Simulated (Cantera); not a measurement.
# Low-pressure radical oxidation in H2/O2

A perfectly stirred reactor is fed with 19.4 % H₂, 80.6 % O₂, equivalence ratio 0.12, at 0.0267 bar; it is held at 1450 K, and followed from long to short residence time.

Detailed kinetics in Cantera: GRI-Mech 3.0 (53 species, 325 reactions). Radical loss at walls, strong at low pressure, is not modelled. The temperature is held fixed by assumption; the heat of reaction is taken as removed at once.

```json
[
 {"τ (s)": "0.56", "x H₂": "0.000530", "x O₂": "0.780", "x H₂O": "0.211", "x H": "0.000402", "x H₂O₂": "1.30e-7"},
 {"τ (s)": "0.22", "x H₂": "0.000968", "x O₂": "0.777", "x H₂O": "0.208", "x H": "0.00101", "x H₂O₂": "1.74e-7"},
 {"τ (s)": "0.089", "x H₂": "0.00171", "x O₂": "0.771", "x H₂O": "0.205", "x H": "0.00243", "x H₂O₂": "2.24e-7"},
 {"τ (s)": "0.035", "x H₂": "0.00298", "x O₂": "0.761", "x H₂O": "0.199", "x H": "0.00576", "x H₂O₂": "2.78e-7"},
 {"τ (s)": "0.014", "x H₂": "0.00490", "x O₂": "0.745", "x H₂O": "0.189", "x H": "0.0124", "x H₂O₂": "3.23e-7"},
 {"τ (s)": "0.0055", "x H₂": "0.00749", "x O₂": "0.724", "x H₂O": "0.176", "x H": "0.0236", "x H₂O₂": "3.49e-7"},
 {"τ (s)": "0.0022", "x H₂": "0.0104", "x O₂": "0.705", "x H₂O": "0.161", "x H": "0.0360", "x H₂O₂": "3.56e-7"}
]
```
x: mole fraction; the columns are a selection and need not sum to one.
